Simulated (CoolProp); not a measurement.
Sulfur hexafluoride along the isobar 7.08 MPa: density (kg/m³) from the reference equation and from simpler models built on Tc = 318.7 K, pc = 3.755 MPa, ω = 0.210; each cubic takes its own stable root.

Computed with CoolProp (reference Helmholtz-energy equation of state, Guder 2009).

| T (K) | phase | reference | van der Waals | Peng-Robinson |
|---|---|---|---|---|
| 239.3 | liquid | 1805 | ? | ? |
| 264.4 | liquid | 1679 | 1141 | 1807 |
| 289.4 | liquid | 1531 | 1062 | 1608 |
| 314.5 | liquid | 1338 | ? | 1348 |
| 339.5 | supercritical | 1038 | ? | 990.6 |
| 364.6 | supercritical | 650.9 | 703.0 | 646.5 |
| 389.7 | supercritical | 478.4 | 549.7 | 486.2 |
| 414.7 | supercritical | 396.7 | 448.3 | 404.3 |
| 439.8 | supercritical | ? | 385.2 | 352.4 |
| 464.8 | supercritical | 310.6 | 342.1 | 315.9 |
| 489.9 | supercritical | 283.6 | ? | 287.9 |
| 514.9 | supercritical | 262.2 | 284.7 | 265.8 |
| 540 | supercritical | 244.5 | ? | 247.6 |
| 565 | supercritical | ? | 247.0 | 232.3 |

Task: Fill in the missing entries.

Result: 
- 239.3, van der Waals: 1210
- 239.3, Peng-Robinson: 1966
- 314.5, van der Waals: 968.3
- 339.5, van der Waals: 852.3
- 439.8, reference: 346.0
- 489.9, van der Waals: 309.9
- 540, van der Waals: 264.1
- 565, reference: 229.6
